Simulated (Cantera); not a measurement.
# Titanium nitride, carbide and oxide coatings: Ti(OiPr)₄ + H₂O + H₂

Feed: 1 mol Ti(OiPr)₄, 0.64 mol H₂O, 18 mol H₂, equilibrated at 16.0 Pa.

Method: chemical equilibrium by Gibbs-energy minimisation in Cantera with the NASA 1993 tables (ideal gas, pure condensed phases). Candidate condensed phases: C, C₆H₆, C₇H₈, C₈H₁₈, H₂O, Ti, TiC, TiO, TiO₂, Ti₂O₃, Ti₃O₅, Ti₄O₇; 113 gas species. The feed counts by its element totals alone. TiC: taken at fixed stoichiometry. Kinetics and transport are ignored.

```json
[
 {"T (°C)": "1152", "x H₂": "0.875", "x H": "0.000504", "x CO": "0.124", "x C₂H₂ (acetylene)": "3.08e-6", "x Ti": "<1e-12", "n C(graphite)": "6.36", "n TiC(s)": "1.00"},
 {"T (°C)": "1252", "x H₂": "0.874", "x H": "0.00175", "x CO": "0.124", "x C₂H₂ (acetylene)": "1.06e-5", "x Ti": "2.65e-11", "n C(graphite)": "6.36", "n TiC(s)": "1.00"},
 {"T (°C)": "1352", "x H₂": "0.871", "x H": "0.00520", "x CO": "0.124", "x C₂H₂ (acetylene)": "3.10e-5", "x Ti": "6.13e-10", "n C(graphite)": "6.36", "n TiC(s)": "1.00"},
 {"T (°C)": "1452", "x H₂": "0.863", "x H": "0.0136", "x CO": "0.124", "x C₂H₂ (acetylene)": "7.95e-5", "x Ti": "9.83e-9", "n C(graphite)": "6.35", "n TiC(s)": "1.00"},
 {"T (°C)": "1552", "x H₂": "0.845", "x H": "0.0320", "x CO": "0.122", "x C₂H₂ (acetylene)": "0.000182", "x Ti": "1.16e-7", "n C(graphite)": "6.35", "n TiC(s)": "1.000"},
 {"T (°C)": "1652", "x H₂": "0.811", "x H": "0.0681", "x CO": "0.120", "x C₂H₂ (acetylene)": "0.000372", "x Ti": "1.05e-6", "n C(graphite)": "6.33", "n TiC(s)": "1.000"},
 {"T (°C)": "1752", "x H₂": "0.751", "x H": "0.132", "x CO": "0.116", "x C₂H₂ (acetylene)": "0.000680", "x Ti": "7.69e-6", "n C(graphite)": "6.31", "n TiC(s)": "1.000"},
 {"T (°C)": "1852", "x H₂": "0.656", "x H": "0.233", "x CO": "0.110", "x C₂H₂ (acetylene)": "0.00110", "x Ti": "4.64e-5", "n C(graphite)": "6.27", "n TiC(s)": "0.998"}
]
```
x: gas mole fraction; n: condensed amount in mol.

From 1152 °C to 1852 °C the condensed part is C(graphite) + TiC(s).
